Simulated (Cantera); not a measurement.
Source: NASA polynomial tables (part measured, part estimated), evaluated in Cantera. Values are per mole of reaction as written; species without (g) are pure solids or liquids, kept so even where they would boil at 1 bar.

**Question.** Between 300 and 598 K, where is each reaction favourable under standard conditions?
- PbI₂(g) ⇌ Pb(g) + I₂

**Answer.** 
- PbI₂(g) ⇌ Pb(g) + I₂: ΔG° is 219 kJ at 300 K and 227 kJ at 598 K; it stays positive (K < 1). ΔH° is 225 kJ and ΔS° -4 J/K at 598 K.
